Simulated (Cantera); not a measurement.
# Premixed flame

A freely propagating, adiabatic, planar premixed flame of CH₄ : H₂ : O₂ : N₂ : H₂O = 1 : 0.042 : 1.55 : 4.82 : 0.44 (molar parts), equivalence ratio 1.3, unburnt at 623 K and 4200 Torr; mixture-averaged transport, grid criteria slope 0.08 and curve 0.16, no radiation.

Computed with Cantera and GRI-Mech 3.0 (53 species, 325 reactions). Burning velocities carry a grid error of a few per cent, more on coarse grids.

```tsv
z (mm)	T (K)	u (m/s)	x CH₄	x H₂	x O₂	x NO	x C₂H₆	x H
-0.321	624	0.643	0.127	0.00827	0.197	<1e-8	1.41e-7	<1e-8
-0.214	631	0.653	0.126	0.0125	0.196	2.37e-8	2.28e-6	<1e-8
-0.160	652	0.679	0.123	0.0173	0.193	1.03e-7	1.23e-5	<1e-8
-0.107	772	0.812	0.113	0.0258	0.183	8.34e-7	0.000127	5.09e-8
-0.0535	1250	1.34	0.0761	0.0381	0.135	7.94e-6	0.00104	2.23e-5
-0.0267	1663	1.81	0.0420	0.0445	0.0875	1.77e-5	0.00123	0.000254
0	2037	2.24	0.0120	0.0485	0.0378	3.33e-5	0.000182	0.00157
0.0267	2218	2.44	0.00183	0.0486	0.0115	5.79e-5	4.59e-6	0.00341
0.0535	2274	2.49	0.000262	0.0485	0.00338	8.21e-5	1.05e-7	0.00413
0.107	2306	2.52	1.04e-5	0.0493	0.000596	0.000108	<1e-8	0.00379
0.214	2329	2.54	1.52e-7	0.0499	0.000195	0.000122	<1e-8	0.00273
0.428	2345	2.56	<1e-8	0.0500	8.46e-5	0.000128	<1e-8	0.00182
0.855	2352	2.56	<1e-8	0.0500	4.46e-5	0.000131	<1e-8	0.00135
```
x: mole fraction of selected species; z is measured from the peak of heat release.

The laminar burning velocity comes out as 64.0 cm/s and the thermal thickness is 0.107 mm. The peak x(C₂H₆) is 0.00136. The peak x(H) is 0.00417 and the grid points comes out as 142.
